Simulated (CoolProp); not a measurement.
Model: reference Helmholtz-energy equation of state, Gedanitz 2015, in CoolProp.

Problem. Give the vapour pressure (MPa), liquid density (kg/m³), vapour density (kg/m³), enthalpy of vaporisation (kJ/kg) of saturated cyclopentane at 450.2, 458.8 K.

Solution. 
```
T (K)  p (MPa)  liquid density (kg/m³)  vapour density (kg/m³)  enthalpy of vaporisation (kJ/kg)
-----  -------  ----------------------  ----------------------  --------------------------------
450.2     1.86                     550                    48.2                               255
458.8     2.13                     535                    56.6                               241
```
